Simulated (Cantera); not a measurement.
What does this Cantera script print?

```python
import numpy as np
import cantera as ct

gas_names = """
    H HO2 H2 H2O H2O2 H2S H2SO4 Mg MgH MgO MgOH MgO2H2 MgS Mg2 O OH O2 O3 S SH SO SO2 SO3 S2 S2O S8
""".split()
cond_names = """
    H2O(s) H2O(L) H2SO4(L) Mg(cr) Mg(L) MgO(s) MgO(L) MgO2H2(s) MgS(s) MgSO4(s) MgSO4(L) S(cr1) S(cr2)
    S(L)
""".split()


# ... load() reads the species with a 1 bar reference pressure and builds the phases ...
atoms = {
    'MgO': {'Mg': 1, 'O': 1},
    'SO2': {'S': 1, 'O': 2},
    'H2O': {'H': 2, 'O': 1},
}
top_T = {'MgS(s)': 2250}  # K; cautious upper limits of use, not melting points


# ... equilibrate(T, P, feed) seeds the gas with the atoms and calls Mixture.equilibrate('TP', solver="vcs", rtol=1e-11, max_steps=5000) ...
results = []
T = 948  # K
P = 760000  # Pa
for m in [0.074, 0.11, 0.15, 0.22, 0.32, 0.46, 0.66, 0.95, 1.4, 2, 2.8]:
    feed = {'MgO': 1, 'SO2': 4.8, 'H2O': m}  # mol
    mix = equilibrate(T, P, feed)
    results.append((T, P, feed, dict(zip(mix.species_names, mix.species_moles))))

top = {s: max(r[3][s] / sum(r[3][g] for g in gas_names) for r in results) for s in gas_names}
cols = sorted((s for s in top if top[s] > 0.001), key=lambda s: -top[s])[:7]
seen = [c for c in cond_names if any(r[3].get(c, 0) > 1e-12 for r in results)]
print("log10 of partial pressures in bar; condensed amounts in mol")
print(f"{'n(H2O)':>10s}" + "".join(f"{s[:9]:>10s}" for s in cols + seen))
for T, P, feed, n in results:
    ng = sum(n[g] for g in gas_names)
    print(f"{feed['H2O']:10.4g}" + "".join(f"{np.log10(max(n[s] / ng * P / 1e5, 1e-99)):10.3f}" for s in cols)
          + "".join(f"{n.get(c, 0):10.4g}" for c in seen))
```

Result:

```
log10 of partial pressures in bar; condensed amounts in mol
    n(H2O)       SO2       H2O        S2       S2O       H2S    MgO(s)  MgSO4(s)
     0.074     0.854    -0.884    -0.588    -1.238    -2.076    0.3442    0.6558
      0.11     0.851    -0.717    -0.607    -1.254    -1.921    0.3572    0.6428
      0.15     0.847    -0.587    -0.628    -1.271    -1.806    0.3712    0.6288
      0.22     0.841    -0.430    -0.664    -1.301    -1.672    0.3948    0.6052
      0.32     0.833    -0.279    -0.714    -1.343    -1.555    0.4263    0.5737
      0.46     0.822    -0.138    -0.783    -1.400    -1.459    0.4667    0.5333
      0.66     0.806    -0.003    -0.876    -1.477    -1.386     0.518     0.482
      0.95     0.785     0.127    -1.005    -1.585    -1.342    0.5809    0.4191
       1.4     0.754     0.255    -1.191    -1.740    -1.338    0.6582    0.3418
         2     0.716     0.364    -1.419    -1.930    -1.381    0.7337    0.2663
       2.8     0.670     0.457    -1.694    -2.159    -1.472    0.8028    0.1972
```

Method: chemical equilibrium by Gibbs-energy minimisation in Cantera with the NASA 1993 tables (ideal gas, pure condensed phases). Gases not in the tables: S3 to S7.
